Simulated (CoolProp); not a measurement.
Octamethyltrisiloxane (MDM) at several states: fugacity coefficient from the reference equation and from simpler models built on Tc = 292.2 °C, pc = 14.38 bar, ω = 0.528; each cubic takes its own stable root.

Model: reference Helmholtz-energy equation of state, Thol 2017, in CoolProp.

```tsv
T (°C)	p (bar)	phase	reference
-62.95	21.6	liquid	4.130e-8
179.45	12.3	liquid	0.1569
159.95	0.112	gas	0.9929
```

Question: How far does each simpler model (van der Waals, Redlich-Kwong, Peng-Robinson) lie from the reference over these 3 states: mean and median of the absolute difference, and the worst?

Answer: 
- van der Waals: mean 2596468.2 %, median 158.1 %, worst +7789246.2 % at -62.95 °C and 21.6 bar
- Redlich-Kwong: mean 9619.5 %, median 72.2 %, worst +28786.2 % at -62.95 °C and 21.6 bar
- Peng-Robinson: mean 52.7 %, median 1.1 %, worst +156.9 % at -62.95 °C and 21.6 bar
